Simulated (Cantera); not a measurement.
Stirred combustor or abatement burner

A perfectly stirred reactor is fed with CH4 : O2 : N2 = 1 : 1.67 : 4.5 (molar parts), at 3750 Torr; it is adiabatic with a 625 K inlet, and is followed from long to short residence time, starting on the burning branch (τ in s: 0.1, 0.031, 0.0099, 0.0031, 0.00097, 0.00031, 9.6e-05, 3e-05, 9.5e-06).

Cantera simulation using GRI-Mech 3.0 (53 species, 325 reactions); the numbers are that mechanism's predictions, not measurements.

| τ (s) | T (K) | x CH4 | x O2 | x OH | x C2H6 | x HO2 |
|---|---|---|---|---|---|---|
| 0.10 | 2625 | 4.93e-7 | 0.00125 | 0.00592 | <1e-12 | 9.47e-7 |
| 0.031 | 2624 | 1.57e-6 | 0.00128 | 0.00597 | <1e-12 | 9.72e-7 |
| 0.0099 | 2622 | 4.71e-6 | 0.00139 | 0.00612 | 4.53e-12 | 1.05e-6 |
| 0.0031 | 2615 | 1.36e-5 | 0.00167 | 0.00651 | 3.79e-11 | 1.25e-6 |
| 0.00097 | 2598 | 3.56e-5 | 0.00237 | 0.00732 | 2.63e-10 | 1.77e-6 |
| 0.00031 | 2564 | 8.54e-5 | 0.00379 | 0.00857 | 1.51e-9 | 2.88e-6 |
| 9.6e-5 | 2506 | 0.000210 | 0.00646 | 0.0100 | 8.98e-9 | 5.18e-6 |
| 3.0e-5 | 2424 | 0.000576 | 0.0113 | 0.0107 | 6.96e-8 | 1.01e-5 |
| 9.5e-6 | 2286 | 0.00254 | 0.0253 | 0.00785 | 1.94e-6 | 3.07e-5 |
x: mole fraction; the columns are a selection and need not sum to one.
